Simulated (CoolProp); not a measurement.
A Linde-Hampson liquefier for carbon monoxide: isothermal reversible compression at 290 K from 1 atm to 30 MPa, throttling to 1 atm, return gas leaving the recuperator 0 K below the feed. Each further row changes one setting.

Values from CoolProp's reference Helmholtz-energy equation of state, Lemmon 2006. It is a short technical equation, of lower accuracy than the large ones.

```json
[
 {"case": "as stated", "liquid yield per pass": "[?]", "compression work (kJ/kg of gas)": "490"},
 {"case": "high pressure 60 MPa", "liquid yield per pass": "[?]", "compression work (kJ/kg of gas)": "567"},
 {"case": "warm-end temperature 320 K", "liquid yield per pass": "[?]", "compression work (kJ/kg of gas)": "546"},
 {"case": "warm-end gap 5 K", "liquid yield per pass": "0.101", "compression work (kJ/kg of gas)": "490"}
]
```

Task: What belongs in the gaps?

Result: 
- as stated, liquid yield per pass: 0.112
- high pressure 60 MPa, liquid yield per pass: 0.103
- warm-end temperature 320 K, liquid yield per pass: 0.083
